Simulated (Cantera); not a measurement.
Feed: 1 mol Cu, 0.022 mol H2O, 0.54 mol CO, held at 1923 K and 24.0 Pa.

These are equilibrium values from Cantera (NASA tables, ideal gas, pure condensed phases), not measurements of a reactor. Candidate condensed phases: C, C6H6, C7H8, C8H18, Cu, CuO, Cu(OH)2, Cu2O, H2O; 113 gas species. Kinetics and transport are ignored.

Base state: Cu 0.638, CO 0.332, CO2 0.0124, H2 0.00951, H 0.00593, H2O 0.00152, Cu2 0.000150, OH 8.18e-5 (mole fractions); condensed: gas only.

**Question.** What changes in the equilibrium state with this change: temperature from 1923 K to 1848 K?

**Answer.** 
```json
[
 {"species": "Cu", "before": "0.638", "after": "0.639"},
 {"species": "CO", "before": "0.332", "after": "0.333"},
 {"species": "CO2", "before": "0.0124", "after": "0.0124"},
 {"species": "H", "before": "0.00593", "after": "0.00354"},
 {"species": "H2", "before": "0.00951", "after": "0.0107"},
 {"species": "O", "before": "3.81e-5", "after": "9.83e-6"},
 {"species": "OH", "before": "8.18e-5", "after": "3.89e-5"},
 {"species": "Cu2", "before": "0.000150", "after": "0.000247"},
 {"species": "H2O", "before": "0.00152", "after": "0.00160"}
]
```
